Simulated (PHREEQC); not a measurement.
# Metal-bearing waste water: speciation

Make-up at 20 °C: 0.0026 mol/kgw Pb(NO3)2 and 0.3 mol/kgw Na2SO4. It is in equilibrium with CO2 at log p = -3.5 (atm). Otherwise closed; pH follows from the charge balance.

Computed with PHREEQC (ion-association model, phreeqc.dat).

Each row changes one thing in this solution. This is a speciation only: nothing precipitates in the calculation.

| case | pH | ionic strength (mol/kgw) | Na+ (mol/kgw) | SO4-2 (mol/kgw) | NaSO4- (mol/kgw) | PbSO4 (mol/kgw) | SI of Pb(OH)2 (Pb(OH)2) | SI of Cerussite (PbCO3) |
|---|---|---|---|---|---|---|---|---|
| as made | 5.85 | 0.708 | 0.505 | 0.202 | 0.0951 | 0.00138 | -0.75 | -0.89 |
| Pb(NO3)2 from 0.0026 to 0.0039 mol/kgw | ? | 0.708 | 0.505 | 0.200 | ? | 0.00207 | -0.62 | -0.76 |
| Na2SO4 from 0.3 to 0.45 mol/kgw | 5.86 | 1.01 | ? | 0.276 | 0.170 | 0.00140 | -0.75 | -0.89 |
| diluted 2-fold with water | 5.83 | ? | 0.265 | 0.114 | 0.0347 | 0.000728 | -0.94 | -1.09 |
| Pb(NO3)2 from 0.0026 to 0.00052 mol/kgw | 5.90 | 0.708 | 0.504 | 0.203 | 0.0959 | 0.000275 | -1.35 | -1.49 |
| diluted 100-fold with water | 5.67 | 0.00892 | 0.00594 | 0.00293 | ? | 1.11e-5 | -2.00 | -2.15 |

Question: Fill in the missing entries.

Answer: 
- Pb(NO3)2 from 0.0026 to 0.0039 mol/kgw, pH: 5.82
- Pb(NO3)2 from 0.0026 to 0.0039 mol/kgw, NaSO4- (mol/kgw): 0.0947
- Na2SO4 from 0.3 to 0.45 mol/kgw, Na+ (mol/kgw): 0.730
- diluted 2-fold with water, ionic strength (mol/kgw): 0.380
- diluted 100-fold with water, NaSO4- (mol/kgw): 5.76e-5

The ionic strength passes 0.7 mol/kgw, the rough limit of the ion-association models, in as made; Pb(NO3)2 from 0.0026 to 0.0039 mol/kgw; Na2SO4 from 0.3 to 0.45 mol/kgw; Pb(NO3)2 from 0.0026 to 0.00052 mol/kgw. Some of these states are supersaturated (in Anglesite, for instance).
